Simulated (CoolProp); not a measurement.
p-xylene along the isobar 0.101 MPa: density (kg/m³) from the reference equation and from simpler models built on Tc = 616.2 K, pc = 3.532 MPa, ω = 0.324; each cubic takes its own stable root.

The numbers come from the reference Helmholtz-energy equation of state, Zhou 2012 in CoolProp.

| T (K) | phase | reference | van der Waals | Soave-Redlich-Kwong | Peng-Robinson |
|---|---|---|---|---|---|
| 384 | liquid | 779.7 | 3.448 | 680.0 | 767.7 |
| 396.8 | liquid | 767.4 | 3.330 | 669.3 | 756.2 |
| 409.6 | liquid | 754.9 | 3.221 | (withheld) | 744.0 |
| 422.5 | gas | 3.187 | 3.117 | (withheld) | 3.160 |
| 435.3 | gas | 3.078 | 3.021 | 3.054 | 3.059 |
| 448.1 | gas | 2.977 | 2.931 | 2.959 | 2.963 |
| 460.9 | gas | 2.884 | 2.847 | 2.870 | (withheld) |
| 473.7 | gas | 2.798 | 2.767 | 2.787 | 2.791 |
| 486.6 | gas | 2.717 | 2.691 | 2.708 | 2.712 |
| 499.4 | gas | 2.641 | 2.619 | 2.634 | 2.638 |
| 512.2 | gas | 2.570 | 2.552 | 2.564 | 2.568 |
| 525 | gas | 2.503 | 2.488 | 2.498 | 2.502 |

Task: Some entries are withheld; supply them.

Result: 
- 409.6, Soave-Redlich-Kwong: 658.0
- 422.5, Soave-Redlich-Kwong: 3.156
- 460.9, Peng-Robinson: 2.874

At some of these states van der Waals gives the other phase, because its saturation line lies elsewhere.
